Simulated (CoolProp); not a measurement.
The fluid at 298.15 K and 0.858 MPa (stagnation) flows isentropically through a choked orifice. The same conditions are run with several fluids, on thermodynamics alone (safety and materials aside).

The numbers come from the reference Helmholtz-energy equation of state of each fluid (hydrogen sulfide: Lemmon 2006; methane: Setzmann 1991; hydrogen chloride: Thol 2018; C2F6 (R116): Lemmon 2006; CH2F2 (R32): Tillner-Roth 1997) in CoolProp.

```tsv
fluid	throat to inlet pressure ratio	mass flux (kg/(m² s))	throat temperature (K)
hydrogen sulfide	0.543	2210	255.8
methane	0.542	1470	257.3
hydrogen chloride	0.530	2310	249.2
C2F6 (R116)	0.597	4130	284.4
CH2F2 (R32)	0.559	2720	264.6
```
